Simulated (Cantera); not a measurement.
## Moist CO burnout

A perfectly stirred reactor is fed with 0.818 % CO, 0.219 % O2, 3.90 % H2O, 95.1 % N2, equivalence ratio 1.9, at 5.13 atm; it is held at 1275 K, and followed from long to short residence time.

Model: GRI-Mech 3.0 (53 species, 325 reactions), integrated in Cantera.

```json
[
 {"τ (s)": "19", "x CO": "0.000997", "x O2": "2.14e-6", "x H2O": "0.0362", "x NO2": "<1e-12", "x NO": "7.28e-9"},
 {"τ (s)": "7.2", "x CO": "0.00103", "x O2": "3.53e-6", "x H2O": "0.0363", "x NO2": "<1e-12", "x NO": "1.05e-8"},
 {"τ (s)": "2.8", "x CO": "0.00107", "x O2": "5.76e-6", "x H2O": "0.0363", "x NO2": "<1e-12", "x NO": "1.36e-8"},
 {"τ (s)": "1.1", "x CO": "0.00115", "x O2": "9.38e-6", "x H2O": "0.0364", "x NO2": "<1e-12", "x NO": "1.69e-8"},
 {"τ (s)": "0.41", "x CO": "0.00126", "x O2": "1.58e-5", "x H2O": "0.0365", "x NO2": "1.30e-12", "x NO": "2.12e-8"},
 {"τ (s)": "0.16", "x CO": "0.00143", "x O2": "2.64e-5", "x H2O": "0.0366", "x NO2": "1.91e-12", "x NO": "2.71e-8"},
 {"τ (s)": "0.060", "x CO": "0.00169", "x O2": "4.61e-5", "x H2O": "0.0368", "x NO2": "3.17e-12", "x NO": "3.64e-8"},
 {"τ (s)": "0.023", "x CO": "0.00205", "x O2": "8.30e-5", "x H2O": "0.0371", "x NO2": "5.88e-12", "x NO": "4.96e-8"},
 {"τ (s)": "0.0088", "x CO": "0.00256", "x O2": "0.000161", "x H2O": "0.0375", "x NO2": "1.22e-11", "x NO": "6.51e-8"},
 {"τ (s)": "0.0034", "x CO": "0.00331", "x O2": "0.000339", "x H2O": "0.0378", "x NO2": "2.52e-11", "x NO": "7.27e-8"}
]
```
x: mole fraction; the columns are a selection and need not sum to one.
